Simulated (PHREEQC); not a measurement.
A PHREEQC speciation (ion-association model, phreeqc.dat) at 83 °C gives pH 0.74 and these molalities:

| species | mol/kgw |
|---|---|
| H+ | 0.242 |
| HSO4- | 0.172 |
| Cl- | 0.153 |
| FeHSO4+2 | 0.0264 |
| FeSO4+ | 0.0129 |
| FeCl+2 | 0.0121 |
| SO4-2 | 0.00793 |
| Fe+3 | 0.00229 |
| FeOH+2 | 0.000539 |
| Fe(SO4)2- | 0.000494 |
| FeCl2+ | 0.000335 |
| CuCl+ | 0.000255 |
| Cu+2 | 0.000249 |
| CuSO4 | 2.29e-5 |
| CuCl2 | 1.31e-5 |
| Fe2(OH)2+4 | 1.21e-5 |
| FeCl3 | 1.99e-6 |
| Fe(OH)2+ | 1.79e-6 |

Question: What are the element totals, and what could have been dissolved in 1 kg of water to give them?

Answer: Several could match; the one computed here: totals Cl 0.166, Cu(2) 0.000540, Fe(3) 0.0550, S(6) 0.220 mol/kgw, from 0.22 mol H2SO4, 0.055 mol FeCl3 and 0.00054 mol CuCl2 per kg of water.

No solid was allowed to form. Saturation is exceeded, for instance for Hematite (slow to form), Goethite (slow to form); the values hold only as long as no solid forms. Constants without temperature data keep their 25 °C values here.
